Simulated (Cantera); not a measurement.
A closed system holds: 1 mol B2H6, 0.083 mol O2, at 1402 °C and 0.133 bar.

These are equilibrium values from Cantera (NASA tables, ideal gas, pure condensed phases), not measurements of a reactor. Candidate condensed phases: B, B2O3, B3O3H3, H2O; 23 gas species. The feed counts by its element totals alone. The tables' values for BH2 are old estimates; treat these amounts as uncertain. Equilibrium is a limit: real reactors are often held back by kinetics, nucleation or transport.

Base state: H2 0.956, HBO 0.0345, B2O2 0.00606, B2O3 0.00116, HBO2 0.000814, B3O3H3 0.000665, H 0.000311, BO 0.000231 (mole fractions); condensed: B(s).

Task: What changes in the equilibrium state with this change: 0.5 mol NH3 added?

Result: 
| species | before | after |
|---|---|---|
| H2 | 0.956 | 0.964 |
| HBO | 0.0345 | 0.0296 |
| B2O2 | 0.00606 | 0.00444 |
| B2O3 | 0.00116 | 0.000725 |
| B3O3H3 | 0.000665 | 0.000422 |
| HBO2 | 0.000814 | 0.000599 |
| BO | 0.000231 | 0.000198 |
| H2O | 3.26e-5 | 2.81e-5 |
| B(s), mol | 1.84 | 1.34 |
| BN(s), mol | 0 | 0.500 |
Mutual solubility and eutectic melting of coexisting phases are not modelled. Further candidate phases: BN.

Task: What changes in the equilibrium state with this change: O2 from 0.083 to 5.1 mol?

Result: 
```tsv
species	before	after
H2O	3.26e-5	0.445
O2	<1e-9	0.373
HBO2	0.000814	0.176
H2	0.956	3.08e-5
HBO	0.0345	1.75e-8
B2O2	0.00606	<1e-9
OH	<1e-9	0.00123
B3O3H3	0.000665	<1e-9
(HBO2)3	<1e-9	0.000335
O	<1e-9	5.72e-5
B(s), mol	1.84	0
B2O3(l), mol	0	0.480
```
Gases not in the tables: H3BO3.
